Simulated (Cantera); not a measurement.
An isothermal plug-flow reactor at 800 K and 4.80 bar (inlet), inlet velocity 0.95 m/s, active area per volume 260 1/m; feed CO : O2 : N2 = 0.0077 : 0.019 : 0.79 (molar parts), equivalence ratio 0.20.

Model: Deutschmann's 1995 Pt surface mechanism with GRI-Mech 3.0 gas chemistry, integrated in Cantera. Catalytic surfaces can have several steady states; this one follows from the mechanism file's or the stated starting coverage. Mass transfer to the wall is taken as infinitely fast.

Problem. What does this change do: pressure from 4.80 bar to 14.0 bar?

Solution. 
```tsv
quantity	before	after
x(CO) at z = 0.035 m	9.51e-6	0.000171
x(O2) at z = 0.035 m	0.0186	0.0187
x(H2O) at z = 0.035 m	<1e-12	<1e-12
x(CO2) at z = 0.035 m	0.00946	0.00930
θ(free Pt) at the exit	0.0386	0.0263
θ(O*) at the exit	0.961	0.973
```
